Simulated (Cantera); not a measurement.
What does this Cantera script print?

```python
import numpy as np
import cantera as ct

gas_names = """
    C CH CH2 CH3 CH4 C2 C2H C2H2,acetylene C2H2,vinylidene C2H3,vinyl C2H4 C2H5 C2H6 C3 C3H3,propargyl
    C3H4,allene C3H4,propyne C3H4,cyclo- C3H5,allyl C3H6,propylene C3H6,cyclo- C3H7,n-propyl
    C3H7,i-propyl C3H8 C4 C4H2 C4H4,1,3-cyclo- C4H6,butadiene C4H6,2-butyne C4H6,cyclo- C4H8,1-butene
    C4H8,cis2-buten C4H8,tr2-butene C4H8,isobutene C4H8,cyclo- C4H9,n-butyl C4H9,i-butyl C4H9,s-butyl
    C4H9,t-butyl C4H10,isobutane C4H10,n-butane C5 C5H6,1,3cyclo- C5H8,cyclo- C5H10,1-pentene
    C5H10,cyclo- C5H11,pentyl C5H11,t-pentyl C5H12,n-pentane C5H12,i-pentane CH3C(CH3)2CH3 C6H2
    C6H5,phenyl C6H6 C6H10,cyclo- C6H12,1-hexene C6H12,cyclo- C6H13,n-hexyl C7H7,benzyl C7H8
    C7H14,1-heptene C7H15,n-heptyl C7H16,n-heptane C8H8,styrene C8H10,ethylbenz C8H16,1-octene
    C8H17,n-octyl C8H18,isooctane C8H18,n-octane C9H19,n-nonyl C10H8,naphthale C10H21,n-decyl
    C12H9,o-bipheny C12H10,bipheny H H2 Ti
""".split()
cond_names = """
    C(gr) C6H6(L) C7H8(L) C8H18(L),n-octa Ti(a) Ti(b) Ti(L) TiC(s) TiC(L)
""".split()


def load(file, names, dense=False):
    # The tables refer to 1 bar. Condensed volumes are neglected.
    table = {s.name: s for s in ct.Species.list_from_file(file)}
    out = []
    for n in names:
        d = dict(table[n].input_data)
        d["thermo"] = dict(d["thermo"], **{"reference-pressure": 1e5})
        if dense:
            d["equation-of-state"] = {"model": "constant-volume", "density": "1e6 g/cm^3"}
        out.append(ct.Species.from_dict(d))
    return out


gas = ct.Solution(thermo="ideal-gas", species=load("nasa_gas.yaml", gas_names))
cond = {s.name: ct.Solution(thermo="fixed-stoichiometry", species=[s], name=s.name)
        for s in load("nasa_condensed.yaml", cond_names, dense=True)}
atoms = {
    'Ti': {'Ti': 1},
    'CH4': {'C': 1, 'H': 4},
    'H2': {'H': 2},
}
top_T = {'C(gr)': 4500}  # K; cautious upper limits of use, not melting points


def equilibrate(T, P, feed):
    n = {}
    for name, mol in feed.items():
        for a, k in atoms[name].items():
            n[a] = n.get(a, 0.0) + k * mol
    gas.TPX = T, P, n
    mass = sum(n.values()) * gas.mean_molecular_weight
    gas.equilibrate("TP")
    valid = [c for c in cond.values() if c.min_temp <= T <= top_T.get(c.name, c.max_temp)]
    mix = ct.Mixture([(gas, mass / gas.mean_molecular_weight)] + [(c, 0.0) for c in valid])
    mix.T, mix.P = T, P
    mix.equilibrate("TP", solver="vcs", rtol=1e-11, max_steps=5000)
    return mix


results = []
feed = {'Ti': 1, 'CH4': 2.9, 'H2': 64}  # mol
P = 24  # Pa
for T in [1175, 1250, 1325, 1400, 1475, 1550, 1625, 1700, 1775, 1850, 1925, 2000, 2075, 2150]:
    mix = equilibrate(T, P, feed)
    results.append((T, P, feed, dict(zip(mix.species_names, mix.species_moles))))

top = {s: max(r[3][s] / sum(r[3][g] for g in gas_names) for r in results) for s in gas_names}
cols = sorted((s for s in top if top[s] > 0.0001), key=lambda s: -top[s])[:7]
seen = [c for c in cond_names if any(r[3].get(c, 0) > 1e-12 for r in results)]
print("log10 of partial pressures in bar; condensed amounts in mol")
print(f"{'T/K':>10s}" + "".join(f"{s[:9]:>10s}" for s in cols + seen))
for T, P, feed, n in results:
    ng = sum(n[g] for g in gas_names)
    print(f"{T:10.4g}" + "".join(f"{np.log10(max(n[s] / ng * P / 1e5, 1e-99)):10.3f}" for s in cols)
          + "".join(f"{n.get(c, 0):10.4g}" for c in seen))
```

It prints:

```
log10 of partial pressures in bar; condensed amounts in mol
       T/K        H2         H C2H2,acet     C(gr)    TiC(s)
      1175    -3.620    -8.721   -10.816       1.9         1
      1250    -3.620    -8.126   -10.219       1.9         1
      1325    -3.620    -7.596    -9.690       1.9         1
      1400    -3.620    -7.123    -9.219       1.9         1
      1475    -3.620    -6.697    -8.796     1.899         1
      1550    -3.621    -6.312    -8.415     1.898         1
      1625    -3.622    -5.962    -8.071     1.895         1
      1700    -3.624    -5.644    -7.758      1.89         1
      1775    -3.628    -5.352    -7.475      1.88         1
      1850    -3.635    -5.086    -7.217     1.864         1
      1925    -3.647    -4.843    -6.986     1.838    0.9999
      2000    -3.666    -4.622    -6.780     1.798    0.9998
      2075    -3.695    -4.422    -6.601     1.742     0.999
      2150    -3.738    -4.244    -6.451     1.666    0.9963
```

Cantera equilibrium calculation (NASA polynomials, part measured and part estimated; ideal gas, pure solids and liquids). TiC: taken at fixed stoichiometry.
